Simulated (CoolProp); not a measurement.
The numbers come from the reference Helmholtz-energy equation of state, Lemmon 2006 in CoolProp. It is a short technical equation, of lower accuracy than the large ones.

Question: For C3F8 (R218), give the phase and the cv (kJ/(kg K)), viscosity (µPa s), fugacity coefficient at 440 K and 2.48 MPa.

Answer: 
- 440 K and 2.48 MPa: gas; cv 0.942, viscosity 20.1, fugacity coefficient 0.880

Viscosity comes from a separate model (Huber 2003), an estimate that may be off by 10 % or more.
